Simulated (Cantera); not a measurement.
What does this Cantera script print?

```python
import numpy as np
import cantera as ct

gas = ct.Solution("gri30.yaml")
gas.TPX = 725, 56000, {'C2H6': 1, 'O2': 4.49, 'N2': 16.9, 'CO2': 0.6}
inlet = ct.Reservoir(gas, clone=True)
gas.equilibrate("HP")  # start burning
reactor = ct.IdealGasConstPressureReactor(gas, energy="on", clone=False)
exhaust = ct.Reservoir(gas, clone=True)
tau = [0.11, 0.035, 0.011, 0.0034, 0.0011, 0.00033, 0.0001, 3.2e-05, 1e-05, 3.1e-06][0]
for a, b in ((inlet, reactor), (reactor, exhaust)):
    ct.MassFlowController(a, b, mdot=lambda t: reactor.mass / tau)
net = ct.ReactorNet([reactor])
show = ['C2H6', 'O2', 'CO2', 'OH', 'H2O2', 'HCO', 'NO2']

rows = []
print(f"{'tau/s':>10s}{'T/K':>9s}" + "".join(f"{s:>11s}" for s in show))
for tau in [0.11, 0.035, 0.011, 0.0034, 0.0011, 0.00033, 0.0001, 3.2e-05, 1e-05, 3.1e-06]:
    net.initial_time = 0.0
    net.advance(30 * tau)
    before = gas.X
    net.advance(40 * tau)
    drift = np.max(np.abs(gas.X - before) / (gas.X + 1e-9))
    rows.append([gas.T, *gas[show].X, drift])
    print(f"{tau:10.3e}{gas.T:9.1f}" + "".join(f"{x:11.3e}" for x in gas[show].X))
```

Output:

```
     tau/s      T/K       C2H6         O2        CO2         OH       H2O2        HCO        NO2
 1.100e-01   2208.0  2.464e-07  4.306e-02  1.038e-01  5.312e-03  6.653e-08  2.712e-08  6.459e-07
 3.500e-02   2181.9  7.219e-07  4.444e-02  1.013e-01  6.188e-03  6.811e-08  8.429e-08  2.604e-07
 1.100e-02   2130.2  2.042e-06  4.645e-02  9.677e-02  7.442e-03  8.086e-08  2.680e-07  8.265e-08
 3.400e-03   2057.2  5.700e-06  4.898e-02  9.099e-02  8.593e-03  1.111e-07  8.731e-07  2.417e-08
 1.100e-03   1977.2  1.562e-05  5.181e-02  8.500e-02  9.194e-03  1.582e-07  2.690e-06  8.834e-09
 3.300e-04   1890.2  5.100e-05  5.604e-02  7.741e-02  8.982e-03  2.302e-07  8.924e-06  3.888e-09
 1.000e-04   1786.5  2.481e-04  6.674e-02  6.222e-02  6.782e-03  3.573e-07  3.176e-05  2.282e-09
 3.200e-05    725.0  4.350e-02  1.953e-01  2.610e-02  5.480e-22 -1.416e-19 -3.444e-29 -2.125e-21
 1.000e-05    725.0  4.350e-02  1.953e-01  2.610e-02  1.660e-22 -8.700e-22 -1.860e-31 -1.305e-23
 3.100e-06    725.0  4.350e-02  1.953e-01  2.610e-02  4.535e-23 -2.056e-23 -3.089e-33 -3.085e-25
```

Detailed kinetics in Cantera: GRI-Mech 3.0 (53 species, 325 reactions).
